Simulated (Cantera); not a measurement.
A Cantera script and its output.

```python
import numpy as np
import cantera as ct

gas = ct.Solution("gri30.yaml")
gas.TPX = 1948, 100000, {'CH4': 1, 'CO2': 2, 'H2': 0.97}
reactor = ct.IdealGasConstPressureReactor(gas, energy="off", clone=False)
net = ct.ReactorNet([reactor])
net.rtol, net.atol = 1e-08, 1e-18
show = ['CH4', 'CO2', 'H2', 'C2H6', 'CO', 'HCO', 'HO2']
times = np.geomspace(1e-06, 1, 15)

steps = ct.SolutionArray(gas, extra=["t"])
rows = []
print(f"{'t/s':>10s}{'T/K':>9s}{'P/Pa':>11s}" + "".join(f"{s:>11s}" for s in show))
for t in times:
    while net.time < t:
        t_next = net.step()
        steps.append(gas.state, t=t_next)
    rows.append([np.interp(t, steps.t, y) for y in (steps.T, steps.P, *steps(*show).X.T)])
    print(f"{t:10.3e}{rows[-1][0]:9.1f}{rows[-1][1]:11.4g}" + "".join(f"{x:11.3e}" for x in rows[-1][2:]))
rate = np.gradient(steps.T, steps.t)
print("integrator steps:", len(steps.t))
if steps.T.max() > steps.T[0] + 200:
    print(f"time of steepest temperature rise: {steps.t[rate.argmax()]:.4e} s")
gas.TPX = 1948, 100000, {'CH4': 1, 'CO2': 2, 'H2': 0.97}
gas.equilibrate("TP")
print(f"equilibrium (TP): T = {gas.T:.1f} K  " + "  ".join(f"{s} {gas[s].X[0]:.3e}" for s in show))
```

It prints:

```
       t/s      T/K       P/Pa        CH4        CO2         H2       C2H6         CO        HCO        HO2
 1.000e-06   1948.0      1e+05  2.516e-01  5.037e-01  2.444e-01  7.273e-08  7.968e-06  1.143e-11  7.135e-13
 2.683e-06   1948.0      1e+05  2.512e-01  5.036e-01  2.445e-01  1.413e-06  3.776e-05  2.089e-10  2.592e-12
 7.197e-06   1948.0      1e+05  2.500e-01  5.031e-01  2.447e-01  2.216e-05  2.160e-04  7.199e-09  6.669e-12
 1.931e-05   1948.0      1e+05  2.460e-01  5.011e-01  2.455e-01  2.117e-04  1.364e-03  1.814e-07  9.938e-12
 5.179e-05   1948.0      1e+05  2.302e-01  4.908e-01  2.515e-01  6.637e-04  7.797e-03  9.662e-07  1.259e-11
 1.389e-04   1948.0      1e+05  1.867e-01  4.532e-01  2.747e-01  5.421e-04  2.993e-02  9.546e-07  1.656e-11
 3.728e-04   1948.0      1e+05  1.199e-01  3.718e-01  2.970e-01  2.472e-04  8.405e-02  5.911e-07  2.295e-11
 1.000e-03   1948.0      1e+05  5.439e-02  2.413e-01  2.715e-01  7.036e-05  1.902e-01  3.076e-07  2.944e-11
 2.683e-03   1948.0      1e+05  1.788e-02  1.185e-01  2.250e-01  1.300e-05  3.076e-01  1.899e-07  3.618e-11
 7.197e-03   1948.0      1e+05  1.053e-02  8.043e-02  2.501e-01  4.509e-06  3.648e-01  1.541e-07  2.612e-11
 1.931e-02   1948.0      1e+05  7.643e-03  5.992e-02  2.996e-01  1.855e-06  4.121e-01  1.363e-07  1.287e-11
 5.179e-02   1948.0      1e+05  3.953e-03  4.463e-02  3.433e-01  4.112e-07  4.487e-01  1.311e-07  6.715e-12
 1.389e-01   1948.0      1e+05  7.403e-04  3.814e-02  3.646e-01  1.322e-08  4.637e-01  1.282e-07  4.826e-12
 3.728e-01   1948.0      1e+05  6.863e-07  3.751e-02  3.670e-01  2.106e-14  4.648e-01  1.289e-07  4.777e-12
 1.000e+00   1948.0      1e+05  1.081e-08  3.751e-02  3.670e-01  4.327e-18  4.648e-01  1.289e-07  4.778e-12
integrator steps: 1774
equilibrium (TP): T = 1948.0 K  CH4 1.233e-08  CO2 3.751e-02  H2 3.670e-01  C2H6 5.388e-18  CO 4.648e-01  HCO 1.289e-07  HO2 4.778e-12
```

Computed with Cantera and GRI-Mech 3.0 (53 species, 325 reactions).
